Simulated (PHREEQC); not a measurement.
Solution (20 °C): 0.0019 mol/kgw H3AsO4, 0.0075 mol/kgw NH3 and 5.9e-05 mol/kgw FeCl3. Closed to the air; pH follows from the charge balance.

Computed with PHREEQC (ion-association model, wateq4f.dat).

This is a speciation only: nothing precipitates in the calculation.

Problem. Predict the pH.

Solution. pH 9.37.

Problem. In which forms is N present?

Solution. NH4+ 54 %, NH3 46 % of the N.

Examples of supersaturated solids here: Fe(OH)3(a), Hematite (slow to form). Others may be too. The database's scorodite may be far more soluble than the real mineral, and it has no iron arsenate complexes; the constant wasn't checked at its source.
